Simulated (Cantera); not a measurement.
Input (Python, Cantera) and output of one run.

```python
import numpy as np
import cantera as ct

gas_names = """
    H H2 N NH NH2 NH3 N2 N2H2 N2H4 Pb Pb2
""".split()
cond_names = """
    Pb(cr) Pb(L)
""".split()


# ... load() reads the species with a 1 bar reference pressure and builds the phases ...
atoms = {
    'Pb': {'Pb': 1},
    'NH3': {'N': 1, 'H': 3},
    'H2': {'H': 2},
}
top_T = {}  # K; cautious upper limits of use, not melting points


# ... equilibrate(T, P, feed) seeds the gas with the atoms and calls Mixture.equilibrate('TP', solver="vcs", rtol=1e-11, max_steps=5000) ...
results = []
feed = {'Pb': 1, 'NH3': 0.3, 'H2': 1.5}  # mol
T = 723.15  # K
P = 1333.22  # Pa
mix = equilibrate(T, P, feed)
results.append((T, P, feed, dict(zip(mix.species_names, mix.species_moles))))
print(gas.report(threshold=0.001))
for i in range(1, mix.n_phases):
    print(f"{mix.phase(i).name:16s} {mix.phase_moles(i):12.5e} mol")
```

It prints:

```
       temperature   723.15 K
          pressure   1333.2 Pa
           density   0.00085882 kg/m^3
  mean mol. weight   3.8731 kg/kmol
   phase of matter   gas

                          1 kg             1 kmol
                     ---------------   ---------------
          enthalpy        3.2133e+06        1.2446e+07  J
   internal energy        1.6609e+06        6.4331e+06  J
           entropy             51379          1.99e+05  J/K
    Gibbs function       -3.3941e+07       -1.3146e+08  J
 heat capacity c_p            7616.3             29499  J/K
 heat capacity c_v            5469.6             21185  J/K

                      mass frac. Y      mole frac. X     chem. pot. / RT
                     ---------------   ---------------   ---------------
                H2           0.48332           0.92856           -21.156
                N2           0.51657          0.071419           -31.057
     [   +9 minor]        0.00011073        2.2572e-05

Pb(L)             1.00000e+00 mol
```

Cantera equilibrium calculation (NASA polynomials, part measured and part estimated; ideal gas, pure solids and liquids).
